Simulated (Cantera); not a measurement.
Charge: 1 mol Si, 2.1 mol HCl, 2.6 mol H2, at 1175 K and 10000 Pa.

Method: chemical equilibrium by Gibbs-energy minimisation in Cantera with the NASA 1993 tables (ideal gas, pure condensed phases). Candidate condensed phases: Si; 19 gas species. The tables' values for SiCl3 are old estimates; treat these amounts as uncertain. Rates play no part.

Question: What is the equilibrium state?

Answer: 
| Item | Value |
|---|---|
| x(H2) | 0.814 |
| x(SiCl4) | 0.0769 |
| x(HCl) | 0.0640 |
| x(SiHCl3) | 0.0231 |
| x(SiCl2) | 0.0115 |
| x(SiCl3) | 0.00950 |
| x(SiH2Cl2) | 0.000888 |
| x(SiH3Cl) | 9.28e-6 |
| n(Si(s)) | 0.482 mol |
| gas amount | 4.251 mol |
